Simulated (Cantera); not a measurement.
A perfectly stirred reactor is fed with NH₃ : N₂ = 1 : 0.18 (molar parts), at 10.00 Torr; it is held at 1675 K, and followed from long to short residence time.

Computed with Cantera and the gas-phase N/H chemistry of the illustrative SiF4/NH3 mechanism in the Surface Chemkin manual (1991). Walls and surfaces, which speed up NH3 decomposition in real reactors, are not modelled.

Q: What does this change do: temperature 1675 to 1200 K?

A: 
```
quantity                 before     after
---------------------  --------  --------
x(NH₃) at τ = 18.0 s      0.547     0.847
x(N₂) at τ = 18.0 s       0.209     0.153
x(H₂) at τ = 18.0 s       0.244   7.11e-6
x(H) at τ = 18.0 s      3.89e-5  1.91e-11
x(N) at τ = 18.0 s      8.80e-8    <1e-12
x(NH₃) at τ = 85.0 ms     0.846     0.847
x(N₂) at τ = 85.0 ms      0.153     0.153
x(H₂) at τ = 85.0 ms   0.000876   4.26e-9
x(H) at τ = 85.0 ms     1.55e-7  2.16e-12
x(N) at τ = 85.0 ms    6.08e-10    <1e-12
```
